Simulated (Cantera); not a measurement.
**Reactions in the system B-F-H-N**

Source: NASA polynomial tables (part measured, part estimated), evaluated in Cantera. Values are per mole of reaction as written; species without (g) are pure solids or liquids, kept so even where they would boil at 1 bar.

NF3(g) + 6 H(g) + BN ⇌ 2 NH3(g) + BF3(g)

```csv
T (K),ΔH° (kJ),ΔS° (J/K),ΔG° (kJ),log10 K
300,-2153.0,-324.5,-2055.7,357.92
900,-2197.1,-406.4,-1831.3,106.28
1100,-2209.3,-418.7,-1748.7,83.04
1300,-2220.2,-427.8,-1664.0,66.86
1500,-2229.9,-434.8,-1577.7,54.94
1700,-2238.6,-440.2,-1490.2,45.79
1900,-2246.3,-444.5,-1401.7,38.53
2100,-2253.3,-448.1,-1312.4,32.64
2300,-2259.7,-450.9,-1222.5,27.76
2500,-2265.4,-453.3,-1132.1,23.65
2700,-2270.7,-455.4,-1041.2,20.14
2900,-2275.6,-457.1,-950.0,17.11
```

3 F(g) + B ⇌ BF3(g)

```
T (K)  ΔH° (kJ)  ΔS° (J/K)  ΔG° (kJ)  log10 K  condensed phases
-----  --------  ---------  --------  -------  ----------------
300     -1373.9     -227.9   -1305.5   227.30              B(s)
900     -1385.9     -251.5   -1159.5    67.30              B(s)
1100    -1388.5     -254.1   -1109.0    52.66              B(s)
1300    -1390.9     -256.1   -1057.9    42.51              B(s)
1500    -1393.2     -257.8   -1006.5    35.05              B(s)
1700    -1395.4     -259.2    -954.8    29.34              B(s)
1900    -1397.6     -260.4    -902.9    24.82              B(s)
2100    -1399.8     -261.5    -850.7    21.16              B(s)
2300    -1402.0     -262.5    -798.3    18.13              B(s)
2500    -1454.7     -284.9    -742.5    15.51              B(l)
2700    -1457.1     -285.8    -685.4    13.26              B(l)
2900    -1459.5     -286.7    -628.2    11.31              B(l)
```

2 B + 2 NH3(g) + 3 F2(g) ⇌ 6 HF(g) + 2 BN

| T (K) | ΔH° (kJ) | ΔS° (J/K) | ΔG° (kJ) | log10 K | condensed phases |
|---|---|---|---|---|---|
| 300 | -2045.2 | 66.9 | -2065.3 | 359.59 | B(s), BN(s) |
| 900 | -2039.5 | 80.4 | -2111.8 | 122.56 | B(s), BN(s) |
| 1100 | -2040.2 | 79.6 | -2127.8 | 101.04 | B(s), BN(s) |
| 1300 | -2041.7 | 78.4 | -2143.6 | 86.13 | B(s), BN(s) |
| 1500 | -2043.8 | 76.9 | -2159.2 | 75.19 | B(s), BN(s) |
| 1700 | -2046.4 | 75.3 | -2174.4 | 66.81 | B(s), BN(s) |
| 1900 | -2049.3 | 73.6 | -2189.3 | 60.19 | B(s), BN(s) |
| 2100 | -2052.7 | 72.0 | -2203.8 | 54.82 | B(s), BN(s) |
| 2300 | -2056.4 | 70.3 | -2218.1 | 50.37 | B(s), BN(s) |
| 2500 | -2160.9 | 25.8 | -2225.5 | 46.50 | B(l), BN(s) |
| 2700 | -2165.1 | 24.2 | -2230.5 | 43.15 | B(l), BN(s) |
| 2900 | -2169.2 | 22.8 | -2235.2 | 40.26 | B(l), BN(s) |
